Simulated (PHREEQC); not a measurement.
0.87 g of hydrous ferric oxide (600 m²/g; 0.2 weak and 0.005 strong sites per Fe, Dzombak-Morel constants, diffuse double layer) in 1 kg of water with 0.3 mol/kgw of an inert sodium salt and 0.00012 mol Na2HAsO4, at 25 °C; the pH is set by adding NaOH or the inert anion's acid. Oxygen alone is held at its pressure in air (log pO2 = -0.68). CO2 from the air is kept out. Precipitation was switched off in this run.

Computed with PHREEQC (ion-association model, wateq4f.dat).

### Question
Predict surface charge σ (C/m²), surface potential ψ (mV) at pH = 4.5, 7, 7.5, 8, 10.

### Answer
```tsv
pH	surface charge σ (C/m²)	surface potential ψ (mV)
4.5	0.289	113
7	0.048	35
7.5	0.017	13
8	-0.011	-9
10	-0.157	-83
```

Species that the database lacks are ignored.
